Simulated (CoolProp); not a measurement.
Acetone along the isotherm 550 K: density (kg/m³) from the reference equation and from simpler models built on Tc = 508.1 K, pc = 4692 kPa, ω = 0.307; each cubic takes its own stable root.

Computed with CoolProp (reference Helmholtz-energy equation of state, Lemmon 2006). It is a short technical equation, of lower accuracy than the large ones.

| p (kPa) | phase | reference | ideal gas | van der Waals | Redlich-Kwong | Soave-Redlich-Kwong | Peng-Robinson |
|---|---|---|---|---|---|---|---|
| 148 | gas | 1.898 | 1.880 | 1.894 | 1.896 | 1.895 | 1.897 |
| 218 | gas | 2.808 | 2.769 | 2.801 | 2.804 | 2.802 | 2.807 |
| 320 | gas | 4.149 | 4.064 | 4.134 | 4.141 | 4.137 | 4.148 |
| 469 | gas | 6.142 | 5.957 | 6.109 | 6.125 | 6.116 | 6.138 |
| 689 | gas | 9.159 | 8.751 | 9.087 | 9.121 | 9.101 | 9.150 |
| 1010 | gas | 13.73 | 12.83 | 13.57 | 13.65 | 13.60 | 13.71 |
| 1480 | gas | 20.83 | 18.80 | 20.49 | 20.65 | 20.54 | 20.78 |
| 2180 | gas | 32.43 | 27.69 | 31.68 | 32.04 | 31.75 | 32.31 |
| 3200 | gas | 52.18 | 40.64 | 50.62 | 51.35 | 50.48 | 51.86 |
| 4690 | gas | 90.54 | 59.57 | 88.67 | 89.28 | 85.73 | 89.36 |
| 6890 | supercritical | 199.4 | 87.51 | 209.5 | 198.0 | 171.7 | 182.3 |
| 10100 | supercritical | 389.5 | 128.3 | 272.1 | 304.9 | 283.6 | 308.0 |
| 14800 | supercritical | 462.5 | 188.0 | 306.8 | 363.6 | 349.5 | 383.9 |
| 21800 | supercritical | 513.1 | 276.9 | 335.0 | 411.0 | 400.8 | 442.6 |
| 32000 | supercritical | 556.4 | 406.4 | 359.9 | 453.1 | 445.6 | 493.2 |
| 46900 | supercritical | 597.1 | 595.7 | 382.7 | 492.5 | 487.0 | 539.5 |
